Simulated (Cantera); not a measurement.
An adiabatic, constant-pressure homogeneous reactor starts with H2 : O2 : N2 = 1 : 0.781 : 2.94 (molar parts), equivalence ratio 0.64, at 1525 K and 5400 Torr.

Computed with Cantera and the H2/O2 subset of GRI-Mech 3.0, which has no nitrogen chemistry. The hydrogen kinetics of GRI-Mech 3.0 are dated; newer H2 mechanisms differ, most at raised pressure.

**Question.** Predict: time of steepest temperature rise; temperature at 0.400 s; equilibrium temperature; x(H2) at 0.400 s; x(O2) at 0.400 s; x(H2O2) at 0.400 s; x(H2O) at 0.400 s; x(OH) at 0.400 s.

**Answer.** 
```
Quantity                                                             Value
---------------------------------  ---------------------------------------
time of steepest temperature rise                                  1.85 µs
temperature at 0.400 s                                              2807 K
equilibrium temperature                                             2807 K
x(H2) at 0.400 s                   0.00722 (gas-phase equilibrium 0.00722)
x(O2) at 0.400 s                     0.0617 (gas-phase equilibrium 0.0617)
x(H2O2) at 0.400 s                 1.81e-6 (gas-phase equilibrium 1.81e-6)
x(H2O) at 0.400 s                      0.214 (gas-phase equilibrium 0.214)
x(OH) at 0.400 s                     0.0224 (gas-phase equilibrium 0.0224)
```
